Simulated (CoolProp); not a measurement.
C3F8 (R218) at 136.08 K and 5.57 MPa flows at 0.17 m/s in a round tube of 6 mm bore and 1.5 µm roughness, fully developed (64/Re and Nu = 3.66 if laminar; Colebrook and Gnielinski if turbulent). Each further row changes one setting.

Computed with CoolProp (reference Helmholtz-energy equation of state, Lemmon 2006). It is a short technical equation, of lower accuracy than the large ones.

```json
[
 {"case": "as stated", "Reynolds number": "273", "Darcy friction factor": "0.235", "pressure drop (Pa/m)": "1120", "heat-transfer coefficient (W/(m² K))": "51.8", "mass flow (kg/h)": "34.2"},
 {"case": "velocity 0.34 m/s", "Reynolds number": "546", "Darcy friction factor": "0.117", "pressure drop (Pa/m)": "2240", "heat-transfer coefficient (W/(m² K))": "51.8", "mass flow (kg/h)": "68.5"},
 {"case": "diameter 12 mm", "Reynolds number": "546", "Darcy friction factor": "0.117", "pressure drop (Pa/m)": "279", "heat-transfer coefficient (W/(m² K))": "25.9", "mass flow (kg/h)": "137"}
]
```

Viscosity comes from a separate model (Huber 2003), an estimate that may be off by 10 % or more. Thermal conductivity comes from a separate model (Huber 2003), an estimate that may be off by 10 % or more.
